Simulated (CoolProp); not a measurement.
Acetone along the isobar 101 kPa: Z from the reference equation and from simpler models built on Tc = 235.0 °C, pc = 4692 kPa, ω = 0.307; each cubic takes its own stable root.

Computed with CoolProp (reference Helmholtz-energy equation of state, Lemmon 2006). It is a short technical equation, of lower accuracy than the large ones.

```csv
T (°C),phase,reference
-57.45,liquid,0.003745
-29.95,liquid,0.003436
-2.45,liquid,0.003199
25.05,liquid,0.003015
52.45,liquid,0.002877
79.95,gas,0.9634
107.45,gas,0.9740
134.95,gas,0.9806
```

Q: How far does each simpler model (Redlich-Kwong, Soave-Redlich-Kwong, Peng-Robinson) lie from the reference over these 8 states: mean and median of the absolute difference, and the worst?

A: 
- Redlich-Kwong: mean 4237.9 %, median 32.6 %, worst +33768.6 % at 52.45 °C and 101 kPa
- Soave-Redlich-Kwong: mean 18.4 %, median 27.8 %, worst +30.7 % at -57.45 °C and 101 kPa
- Peng-Robinson: mean 9.3 %, median 13.2 %, worst +16.5 % at -57.45 °C and 101 kPa

At some of these states Redlich-Kwong gives the other phase, because its saturation line lies elsewhere.
